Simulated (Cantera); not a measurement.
Input (Python, Cantera) and output of one run.

```python
import numpy as np
import cantera as ct

gas_names = """
    CL CL2 H HCL H2 N NH NH2 NH3 N2 N2H2 N2H4 Si SiCL SiCL2 SiCL3 SiCL4 SiH SiHCL3 SiH2 SiH2CL2 SiH3
    SiH3CL SiH4 SiN Si2 Si2N Si3
""".split()
cond_names = """
    NH4CL(a) NH4CL(b) Si(cr) Si(L) Si3N4(a)
""".split()


# ... load() reads the species with a 1 bar reference pressure and builds the phases ...
atoms = {
    'SiCl4': {'Si': 1, 'CL': 4},
    'NH3': {'N': 1, 'H': 3},
    'H2': {'H': 2},
}
top_T = {'Si3N4(a)': 2400}  # K; cautious upper limits of use, not melting points


# ... equilibrate(T, P, feed) seeds the gas with the atoms and calls Mixture.equilibrate('TP', solver="vcs", rtol=1e-11, max_steps=5000) ...
results = []
feed = {'SiCl4': 1, 'NH3': 14, 'H2': 0.45}  # mol
T = 848.15  # K
P = 11  # Pa
mix = equilibrate(T, P, feed)
results.append((T, P, feed, dict(zip(mix.species_names, mix.species_moles))))
x = sorted(zip(gas.X, gas.species_names), reverse=True)
print(f"T = {T:g} K  P = {P:g} Pa  gas = {mix.phase_moles(0):.4g} mol")
print("   x: " + "  ".join(f"{s} {v:.3e}" for v, s in x if v > 1e-05))
print("   condensed (mol): " + ("  ".join(f"{mix.phase(i).name} {mix.phase_moles(i):.4g}"
      for i in range(1, mix.n_phases) if mix.phase_moles(i) > 1e-12) or "none"))
```

It prints:

```
T = 848.15 K  P = 11 Pa  gas = 29.78 mol
   x: H2 6.532e-01  N2 2.127e-01  HCL 1.340e-01  SiCL4 6.377e-05
   condensed (mol): Si3N4(a) 0.3327
```

These are equilibrium values from Cantera (NASA tables, ideal gas, pure condensed phases), not measurements of a reactor.
